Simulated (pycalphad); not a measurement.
CALPHAD calculation (pycalphad, COST 507 light-alloy database (1999)), 1 atm. The database dates from 1999; later assessments differ in places, in temperatures and in the compounds included. Not assessed as a whole: an extrapolation from subsystems, which can miss ternary compounds. Phase fractions are per mole of atoms.

### Question
Give the equilibrium state of Al-3.46Si-5.39Sn (at.%) at 750 K.

### Answer
FCC_A1, fraction 0.903, with 0.61 Si, 0.11 Sn at.%; LIQUID, fraction 0.068, with 0.09 Si, 77.8 Sn at.%; DIAMOND_A4, fraction 0.029, with >99.99 Si, <0.01 Sn at.%.

### Question
Give the equilibrium state of Al-3.46Si-5.39Sn (at.%) at 850 K.

### Answer
```
T = 850.00 K, P = 101325 Pa, N = 1 mol of atoms
G = -34452 J/mol, H = 23563 J/mol, S = 68.25 J/(mol K)  (SER reference)
chemical potentials (J/mol): Al -33033, Si -28868, Sn -62024
phase             fraction      x(Al)      x(Si)      x(Sn)
LIQUID              0.5838     0.8548     0.0542     0.0911
FCC_A1              0.4162     0.9911     0.0072     0.0017
```

FCC_A1 is fcc; DIAMOND_A4 is diamond (Si).
